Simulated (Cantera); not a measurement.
Feed: 1 mol C₆H₆, 0.15 mol NH₃, 36 mol H₂, at 61.0 Pa.

Equilibrium computed with Cantera from the NASA thermochemical tables; the gas is ideal and each condensed phase is pure. Candidate condensed phases: C, C₆H₆, C₇H₈, C₈H₁₈; 92 gas species. The numbers say what is thermodynamically allowed, not how fast it happens.

### Question
Which condensed phases are stable at each of these points (T (°C)): 1625, 1725, 1825, 1925, 2025, 2125, 2225, 2325, 2425, 2525, 2625?

### Answer
```tsv
T (°C)	condensed phases	C condensed (%)
1625	C(graphite)	99.2
1725	C(graphite)	98.6
1825	C(graphite)	97.7
1925	C(graphite)	96.3
2025	C(graphite)	94.4
2125	C(graphite)	91.8
2225	C(graphite)	87.5
2325	C(graphite)	75.1
2425	C(graphite)	29.0
2525	gas only	0.0
2625	gas only	0.0
```

From 1625 °C to 2425 °C the condensed part is C(graphite). From 2525 °C to 2625 °C nothing is condensed.
